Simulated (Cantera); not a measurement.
Charge: 1 mol HBr, 0.31 mol H2, equilibrated at 170 bar.

Equilibrium computed with Cantera from the NASA thermochemical tables; the gas is ideal and each condensed phase is pure. Candidate condensed phases: Br2; 5 gas species. The ideal-gas law is rough above about 30 bar. Kinetics and transport are ignored.

x: gas mole fraction; nothing condenses.

```csv
T (K),x HBr,x H2,x Br,x Br2
1673,0.762,0.237,0.000763,___
1773,0.761,0.238,0.00143,___
1873,0.759,0.238,0.00249,___
1973,0.756,0.239,0.00412,___
2073,0.753,0.240,0.00646,___
2173,0.747,0.241,0.00971,___
2273,0.741,0.243,0.0140,___
2373,0.732,0.246,0.0196,___
2473,0.722,0.249,0.0265,___
2573,0.709,0.252,0.0349,___
2673,0.695,0.256,0.0447,___
2773,0.678,0.260,0.0560,___
```

**Question.** What belongs in the gaps?

**Answer.** 
- 1673, x Br2: 0.000212
- 1773, x Br2: 0.000328
- 1873, x Br2: 0.000484
- 1973, x Br2: 0.000684
- 2073, x Br2: 0.000931
- 2173, x Br2: 0.00122
- 2273, x Br2: 0.00156
- 2373, x Br2: 0.00193
- 2473, x Br2: 0.00232
- 2573, x Br2: 0.00272
- 2673, x Br2: 0.00312
- 2773, x Br2: 0.00351
